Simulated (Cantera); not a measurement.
A Cantera script and what it prints.

```python
import numpy as np
import cantera as ct

gas_names = """
    CL CLO CL2 H HCL HOCL HO2 H2 H2O H2O2 O OH O2 O3 Si SiCL SiCL2 SiCL3 SiCL4 SiH SiHCL3 SiH2 SiH2CL2
    SiH3 SiH3CL SiH4 SiO SiO2 Si2 Si3
""".split()
cond_names = """
    H2O(s) H2O(L) Si(cr) Si(L) SiO2(Lqz) SiO2(hqz) SiO2(L)
""".split()


# ... load() reads the species with a 1 bar reference pressure and builds the phases ...
atoms = {
    'SiCl4': {'Si': 1, 'CL': 4},
    'O2': {'O': 2},
    'H2O': {'H': 2, 'O': 1},
}
top_T = {}  # K; cautious upper limits of use, not melting points


# ... equilibrate(T, P, feed) seeds the gas with the atoms and calls Mixture.equilibrate('TP', solver="vcs", rtol=1e-11, max_steps=5000) ...
results = []
feed = {'SiCl4': 1, 'O2': 2.9, 'H2O': 1.5}  # mol
P = 590  # Pa
for T in [750, 800, 850, 900, 950, 1000, 1050, 1100, 1150]:
    mix = equilibrate(T, P, feed)
    results.append((T, P, feed, dict(zip(mix.species_names, mix.species_moles))))
    x = sorted(zip(gas.X, gas.species_names), reverse=True)
    print(f"T = {T:g} K  P = {P:g} Pa  gas = {mix.phase_moles(0):.4g} mol")
    print("   x: " + "  ".join(f"{s} {v:.3e}" for v, s in x if v > 0.001))
    print("   condensed (mol): " + ("  ".join(f"{mix.phase(i).name} {mix.phase_moles(i):.4g}"
          for i in range(1, mix.n_phases) if mix.phase_moles(i) > 1e-12) or "none"))
```

Output:

```
T = 750 K  P = 590 Pa  gas = 5.866 mol
   x: O2 4.033e-01  HCL 3.178e-01  CL2 1.820e-01  H2O 9.681e-02
   condensed (mol): SiO2(Lqz) 1
T = 800 K  P = 590 Pa  gas = 5.924 mol
   x: O2 4.092e-01  HCL 3.540e-01  CL2 1.606e-01  H2O 7.620e-02
   condensed (mol): SiO2(Lqz) 1
T = 850 K  P = 590 Pa  gas = 5.972 mol
   x: O2 4.139e-01  HCL 3.829e-01  CL2 1.434e-01  H2O 5.973e-02
   condensed (mol): SiO2(hqz) 1
T = 900 K  P = 590 Pa  gas = 6.01 mol
   x: O2 4.175e-01  HCL 4.055e-01  CL2 1.298e-01  H2O 4.681e-02
   condensed (mol): SiO2(hqz) 1
T = 950 K  P = 590 Pa  gas = 6.041 mol
   x: HCL 4.230e-01  O2 4.203e-01  CL2 1.191e-01  H2O 3.678e-02
   condensed (mol): SiO2(hqz) 1
T = 1000 K  P = 590 Pa  gas = 6.067 mol
   x: HCL 4.363e-01  O2 4.223e-01  CL2 1.106e-01  H2O 2.907e-02  CL 1.682e-03
   condensed (mol): SiO2(hqz) 1
T = 1050 K  P = 590 Pa  gas = 6.09 mol
   x: HCL 4.463e-01  O2 4.236e-01  CL2 1.036e-01  H2O 2.318e-02  CL 3.320e-03
   condensed (mol): SiO2(hqz) 1
T = 1100 K  P = 590 Pa  gas = 6.112 mol
   x: HCL 4.534e-01  O2 4.242e-01  CL2 9.744e-02  H2O 1.871e-02  CL 6.158e-03
   condensed (mol): SiO2(hqz) 1
T = 1150 K  P = 590 Pa  gas = 6.136 mol
   x: HCL 4.582e-01  O2 4.242e-01  CL2 9.143e-02  H2O 1.536e-02  CL 1.079e-02
   condensed (mol): SiO2(hqz) 1
```

Cantera equilibrium calculation (NASA polynomials, part measured and part estimated; ideal gas, pure solids and liquids). The tables hold silica as quartz up to 1696 K and as liquid above; real silica turns to tridymite and cristobalite and melts near 1996 K.
